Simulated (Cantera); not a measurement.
Input: 1 mol HF, 0.097 mol SO2, 20 mol N2, held at 2500 K and 0.00400 bar.

These are equilibrium values from Cantera (NASA tables, ideal gas, pure condensed phases), not measurements of a reactor. Candidate condensed phases: H2O, H2SO4, S; 62 gas species. Equilibrium is a limit: real reactors are often held back by kinetics, nucleation or transport.

Base state: N2 0.939, HF 0.0430, O 0.00441, F 0.00395, H 0.00360, S 0.00220, SO 0.00191, NO 0.00105 (mole fractions); condensed: gas only.

### Question
What changes in the equilibrium state with this change: temperature from 2500 K to 1925 K?

### Answer
```
species    before    after
-------  --------  -------
N2          0.939    0.948
HF         0.0430   0.0473
SO2      0.000417  0.00413
O         0.00441  6.23e-5
S         0.00220  1.72e-5
H         0.00360  3.34e-5
F         0.00395  9.68e-5
```

### Question
What changes in the equilibrium state with this change: temperature from 2500 K to 925 K?

### Answer
```
species    before    after
-------  --------  -------
N2          0.939    0.948
HF         0.0430   0.0474
SO2      0.000417  0.00460
O         0.00441    <1e-9
F         0.00395    <1e-9
H         0.00360    <1e-9
S         0.00220    <1e-9
NO        0.00105    <1e-9
```
